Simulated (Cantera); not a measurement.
A perfectly stirred reactor is fed with 1.16 % CH₄, 97.0 % H₂, 1.84 % CO₂, at 0.132 atm; it is held at 2525 K, and followed from long to short residence time.

Model: GRI-Mech 3.0 (53 species, 325 reactions), integrated in Cantera.

x: mole fraction; the columns are a selection and need not sum to one.

| τ (s) | x CH₄ | x H₂ | x CO₂ | x CO | x O |
|---|---|---|---|---|---|
| 0.59 | 6.69e-6 | 0.894 | 3.24e-5 | 0.0283 | 5.57e-6 |
| 0.27 | 1.50e-5 | 0.896 | 3.34e-5 | 0.0283 | 5.30e-6 |
| 0.13 | 3.26e-5 | 0.899 | 3.57e-5 | 0.0282 | 4.87e-6 |
| 0.059 | … | 0.904 | … | 0.0279 | … |
| 0.027 | 0.000169 | 0.911 | 5.75e-5 | 0.0271 | 3.68e-6 |
| 0.013 | … | 0.917 | … | 0.0256 | … |
| 0.0058 | 0.000671 | 0.922 | 0.000178 | 0.0233 | 2.89e-6 |
| 0.0027 | 0.00123 | 0.927 | 0.000377 | 0.0209 | 2.45e-6 |
| 0.0012 | 0.00227 | 0.931 | 0.000907 | 0.0187 | 1.87e-6 |
| 0.00058 | 0.00377 | 0.935 | 0.00204 | 0.0168 | 1.31e-6 |
| 0.00027 | 0.00597 | 0.941 | 0.00463 | 0.0138 | 7.36e-7 |

Question: Some entries are withheld; supply them.

Answer: 
- 0.059, x CH₄: 7.57e-5
- 0.059, x CO₂: 4.19e-5
- 0.059, x O: 4.25e-6
- 0.013, x CH₄: 0.000336
- 0.013, x CO₂: 9.11e-5
- 0.013, x O: 3.28e-6
